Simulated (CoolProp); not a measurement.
Saturation properties of the fluoroketone C6F12O (FK-5-1-12) (Tc = 441.8 K, pc = 18.69 bar, ω = 0.471).

Values from CoolProp's reference Helmholtz-energy equation of state, McLinden 2015.

| T (K) | p (bar) | vapour density (kg/m³) | liquid cp (kJ/(kg K)) |
|---|---|---|---|
| 325.7 | 1.142 | 14.34 | ? |
| 336 | 1.597 | 19.83 | ? |
| 346.4 | 2.187 | 26.99 | ? |
| 356.7 | 2.923 | 36.06 | 1.167 |
| 367.1 | 3.844 | 47.68 | 1.186 |
| 377.4 | 4.959 | 62.29 | 1.209 |
| 387.8 | 6.317 | 81.10 | 1.238 |
| 398.1 | ? | 105.1 | 1.277 |
| 408.5 | 9.846 | 137.2 | 1.334 |
| 418.8 | 12.09 | 181.2 | 1.432 |

### Question
What belongs in the gaps?

### Answer

- 325.7, liquid cp (kJ/(kg K)): 1.125
- 336, liquid cp (kJ/(kg K)): 1.137
- 346.4, liquid cp (kJ/(kg K)): 1.151
- 398.1, p (bar): 7.923

It boils at 322.2 K under 1 atm.
